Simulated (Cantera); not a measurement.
Charge: 1 mol Cu2O, 41 mol H2, 84 mol N2, at 1998 K and 0.00133 bar.

Equilibrium computed with Cantera from the NASA thermochemical tables; the gas is ideal and each condensed phase is pure. Candidate condensed phases: Cu, CuO, Cu(OH)2, Cu2O, H2O; 27 gas species. The numbers say what is thermodynamically allowed, not how fast it happens.

Base state: N2 0.653, H2 0.299, H 0.0240, Cu 0.0156, H2O 0.00771, OH 6.16e-5 (mole fractions); condensed: gas only.

Question: What changes in the equilibrium state with this change: temperature from 1998 K to 798 K?

Answer: 
```
species      before    after
----------  -------  -------
N2            0.653    0.672
H2            0.299    0.320
H2O         0.00771  0.00800
H            0.0240    <1e-9
Cu           0.0156    <1e-9
OH          6.16e-5    <1e-9
Cu(s), mol        0     2.00
```
